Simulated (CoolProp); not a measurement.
Saturated liquid density (kg/m³) of hexamethyldisiloxane (MM): the reference equation beside estimates from Tc = 518.7 K, pc = 1.931 MPa, ω = 0.418.

Computed with CoolProp (reference Helmholtz-energy equation of state, Thol 2016).

```json
[
 {"T (K)": "391.5", "reference": "652.6", "van der Waals": "394.1", "Soave-Redlich-Kwong": "606.9"},
 {"T (K)": "400.7", "reference": "640.7", "van der Waals": "386.7", "Soave-Redlich-Kwong": "593.9"},
 {"T (K)": "409.9", "reference": "628.3", "van der Waals": "379.1", "Soave-Redlich-Kwong": "580.2"},
 {"T (K)": "419.1", "reference": "615.4", "van der Waals": "?", "Soave-Redlich-Kwong": "565.6"},
 {"T (K)": "428.3", "reference": "601.9", "van der Waals": "362.7", "Soave-Redlich-Kwong": "?"},
 {"T (K)": "437.5", "reference": "587.8", "van der Waals": "353.8", "Soave-Redlich-Kwong": "533.2"},
 {"T (K)": "446.7", "reference": "572.8", "van der Waals": "344.4", "Soave-Redlich-Kwong": "515.2"},
 {"T (K)": "455.9", "reference": "556.9", "van der Waals": "334.3", "Soave-Redlich-Kwong": "495.6"},
 {"T (K)": "465.1", "reference": "539.7", "van der Waals": "323.5", "Soave-Redlich-Kwong": "474.3"},
 {"T (K)": "474.4", "reference": "520.6", "van der Waals": "311.5", "Soave-Redlich-Kwong": "?"},
 {"T (K)": "483.6", "reference": "?", "van der Waals": "?", "Soave-Redlich-Kwong": "424.2"}
]
```

**Question.** What belongs in the gaps?

**Answer.** 
- 419.1, van der Waals: 371.1
- 428.3, Soave-Redlich-Kwong: 549.9
- 474.4, Soave-Redlich-Kwong: 450.6
- 483.6, reference: 499.4
- 483.6, van der Waals: 298.4

Absolute difference from the reference over all 11 rows, mean and median: van der Waals 39.9 and 39.8 %, Soave-Redlich-Kwong 10.0 and 9.3 %.
